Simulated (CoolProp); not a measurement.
CH2F2 (R32) at 298.15 K and 1.12 MPa flows at 1.1 m/s in a round tube of 100 mm bore and 1.5 µm roughness, fully developed (64/Re and Nu = 3.66 if laminar; Colebrook and Gnielinski if turbulent). Each further row changes one setting.

The numbers come from the reference Helmholtz-energy equation of state, Tillner-Roth 1997 in CoolProp.

| case | Reynolds number | Darcy friction factor | pressure drop (Pa/m) | heat-transfer coefficient (W/(m² K)) | mass flow (kg/h) |
|---|---|---|---|---|---|
| as stated | 226000 | 0.0154 | 2.58 | 67.8 | 862 |
| velocity 2.2 m/s | 452000 | 0.0136 | 9.13 | 120 | 1720 |
| diameter 200 mm | 452000 | 0.0135 | 1.13 | 59.6 | 3450 |

Viscosity comes from a separate model (Bell 2016), an estimate that may be off by 10 % or more. Thermal conductivity comes from a separate model (Huber 2003), an estimate that may be off by 10 % or more.
